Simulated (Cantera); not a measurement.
What does this Cantera script print?

```python
import numpy as np
import cantera as ct

gas_names = [...]  # 118 gases of nasa_gas.yaml made of C, Cl, F, H
cond_names = """
    C(gr) C6H6(L) C7H8(L) C8H18(L),n-octa
""".split()


# ... load() reads the species with a 1 bar reference pressure and builds the phases ...
atoms = {
    'C2F6': {'C': 2, 'F': 6},
    'HCl': {'H': 1, 'CL': 1},
}
top_T = {'C(gr)': 4500}  # K; cautious upper limits of use, not melting points


# ... equilibrate(T, P, feed) seeds the gas with the atoms and calls Mixture.equilibrate('TP', solver="vcs", rtol=1e-11, max_steps=5000) ...
results = []
feed = {'C2F6': 1, 'HCl': 0.023}  # mol
T = 2800  # K
for P in [1, 5.2, 27, 140, 720, 3700, 19000, 100000]:
    mix = equilibrate(T, P, feed)
    results.append((T, P, feed, dict(zip(mix.species_names, mix.species_moles))))
    x = sorted(zip(gas.X, gas.species_names), reverse=True)
    print(f"T = {T:g} K  P = {P:g} Pa  gas = {mix.phase_moles(0):.4g} mol")
    print("   x: " + "  ".join(f"{s} {v:.3e}" for v, s in x if v > 0.0001))
    print("   condensed (mol): " + ("  ".join(f"{mix.phase(i).name} {mix.phase_moles(i):.4g}"
          for i in range(1, mix.n_phases) if mix.phase_moles(i) > 1e-12) or "none"))
```

Result:

```
T = 2800 K  P = 1 Pa  gas = 7.4 mol
   x: F 7.976e-01  C 1.397e-01  C3 3.008e-02  C2 1.386e-02  CF 1.250e-02  CL 3.108e-03  H 2.421e-03  HF 6.869e-04
   condensed (mol): none
T = 2800 K  P = 5.2 Pa  gas = 6.927 mol
   x: F 8.352e-01  C3 5.871e-02  C 5.816e-02  CF 2.835e-02  C2 1.249e-02  CL 3.320e-03  HF 2.015e-03  H 1.304e-03  CF2 2.884e-04  C5 1.183e-04
   condensed (mol): none
T = 2800 K  P = 27 Pa  gas = 6.658 mol
   x: F 8.404e-01  C3 6.878e-02  CF 5.207e-02  C 2.045e-02  C2 8.015e-03  CL 3.454e-03  HF 3.072e-03  CF2 2.768e-03  C5 4.616e-04  H 3.806e-04  C4 1.058e-04
   condensed (mol): none
T = 2800 K  P = 140 Pa  gas = 6.09 mol
   x: F 8.790e-01  CF 6.500e-02  C3 2.255e-02  CF2 1.874e-02  C 4.707e-03  CL 3.776e-03  HF 3.692e-03  C2 2.202e-03  C5 2.157e-04
   condensed (mol): C(gr) 1.015
T = 2800 K  P = 720 Pa  gas = 5.566 mol
   x: F 8.365e-01  CF2 8.728e-02  CF 6.186e-02  C3 4.386e-03  CL 4.131e-03  HF 4.113e-03  C 9.152e-04  C2 4.282e-04  CF3 2.234e-04
   condensed (mol): C(gr) 1.084
T = 2800 K  P = 3700 Pa  gas = 4.676 mol
   x: F 6.580e-01  CF2 2.775e-01  CF 4.866e-02  CL 4.914e-03  HF 4.913e-03  CF3 2.871e-03  CF4 1.974e-03  C3 8.534e-04  C 1.781e-04
   condensed (mol): C(gr) 0.4378
T = 2800 K  P = 19000 Pa  gas = 3.743 mol
   x: CF2 4.543e-01  F 4.536e-01  CF4 4.050e-02  CF 2.250e-02  CF3 1.664e-02  HF 6.142e-03  CL 6.122e-03
   condensed (mol): none
T = 2800 K  P = 100000 Pa  gas = 2.606 mol
   x: CF2 4.605e-01  CF4 2.555e-01  F 2.150e-01  CF3 4.208e-02  CF 9.144e-03  HF 8.823e-03  CL 8.705e-03  C2F4 1.008e-04
   condensed (mol): none
```

Method: chemical equilibrium by Gibbs-energy minimisation in Cantera with the NASA 1993 tables (ideal gas, pure condensed phases). The feed counts by its element totals alone. The tables' values for C2F4 are old estimates; treat these amounts as uncertain. Gases not in the tables: C2F6 and larger saturated fluorocarbons.
